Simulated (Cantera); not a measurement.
A Cantera script and what it prints.

```python
import numpy as np
import cantera as ct

gas_names = """
    B BH BH2 BH3 BN BO BO2 B2 B2O B2O2 B2O3 B3O3H3 H HBO HBO2 HNO HNO2 HNO3 HO2 H2 H2O H2O2 H3B3O6 N NH
    NH2 NH3 NH2OH NO NO2 NO3 N2 N2H2 N2H4 N2O O OH O2 O3
""".split()
cond_names = """
    B(b) B(L) BN(s) B2O3(L) B3O3H3(cr) H2O(s) H2O(L)
""".split()


# ... load() reads the species with a 1 bar reference pressure and builds the phases ...
atoms = {
    'BN': {'B': 1, 'N': 1},
    'H2': {'H': 2},
    'N2': {'N': 2},
    'O2': {'O': 2},
}
top_T = {'BN(s)': 3200}  # K; cautious upper limits of use, not melting points


# ... equilibrate(T, P, feed) seeds the gas with the atoms and calls Mixture.equilibrate('TP', solver="vcs", rtol=1e-11, max_steps=5000) ...
results = []
feed = {'BN': 1, 'H2': 250, 'N2': 54, 'O2': 15}  # mol
T = 1198  # K
P = 43000  # Pa
mix = equilibrate(T, P, feed)
results.append((T, P, feed, dict(zip(mix.species_names, mix.species_moles))))
x = sorted(zip(gas.X, gas.species_names), reverse=True)
print(f"T = {T:g} K  P = {P:g} Pa  gas = {mix.phase_moles(0):.4g} mol")
print("   x: " + "  ".join(f"{s} {v:.3e}" for v, s in x if v > 0.0001))
print("   condensed (mol): " + ("  ".join(f"{mix.phase(i).name} {mix.phase_moles(i):.4g}"
      for i in range(1, mix.n_phases) if mix.phase_moles(i) > 1e-12) or "none"))
```

Result:

```
T = 1198 K  P = 43000 Pa  gas = 304.5 mol
   x: H2 7.273e-01  N2 1.790e-01  H2O 9.307e-02  HBO2 3.760e-04  H3B3O6 2.192e-04
   condensed (mol): B2O3(L) 0.3426
```

Method: chemical equilibrium by Gibbs-energy minimisation in Cantera with the NASA 1993 tables (ideal gas, pure condensed phases). Gases not in the tables: H3BO3.
